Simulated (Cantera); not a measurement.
A closed system holds: 1 mol SiO2, 2.7 mol CH4, 1.5 mol N2, held at 1550 K.

These are equilibrium values from Cantera (NASA tables, ideal gas, pure condensed phases), not measurements of a reactor. Candidate condensed phases: C, C6H6, C7H8, C8H18, H2O, Si, SiC, SiO2, Si2N2O, Si3N4; 151 gas species. Mutual solubility and eutectic melting of coexisting phases are not modelled. The tables hold silica as quartz up to 1696 K and as liquid above; real silica turns to tridymite and cristobalite and melts near 1996 K. The numbers say what is thermodynamically allowed, not how fast it happens.

Problem. At 10.0 bar, list the 6 most abundant gas species with their mole fractions, and the condensed phases.

Solution. H2 0.724, N2 0.178, CO 0.0854, CH4 0.0107, H2O 0.000749, HCN 0.000534. Condensed: C(graphite) + SiO2(β-quartz) + Si2N2O(s).
